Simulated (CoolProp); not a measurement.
A single-stage vapour-compression cycle with R1132(E): evaporating at 264.15 K (dew point), condensing at 307.15 K (bubble point), superheat 2 K, subcooling 0 K, compressor efficiency 0.85, no pressure losses. Each further row changes one setting.

The numbers come from the reference Helmholtz-energy equation of state, Akasaka 2024 in CoolProp.

```csv
case,cooling COP,pressure ratio,discharge temperature (K),refrigerating effect (kJ/kg),volumetric capacity (kJ/m³)
as stated,3.99,3.40,331.9,186,3710
evaporating temperature 269.15 K,___,___,___,___,4410
condensing temperature 302.15 K,___,___,___,196,3900
subcooling 5 K,4.21,3.40,331.9,196,3900
superheat 12 K,3.98,3.40,___,196,3710
compressor efficiency 0.75,3.52,3.40,336.8,186,3710
```

**Question.** Complete the blanks.

**Answer.** 
- evaporating temperature 269.15 K, cooling COP: 4.71
- evaporating temperature 269.15 K, pressure ratio: 2.89
- evaporating temperature 269.15 K, discharge temperature (K): 328.8
- evaporating temperature 269.15 K, refrigerating effect (kJ/kg): 188
- condensing temperature 302.15 K, cooling COP: 4.70
- condensing temperature 302.15 K, pressure ratio: 3.01
- condensing temperature 302.15 K, discharge temperature (K): 324.7
- superheat 12 K, discharge temperature (K): 342.2
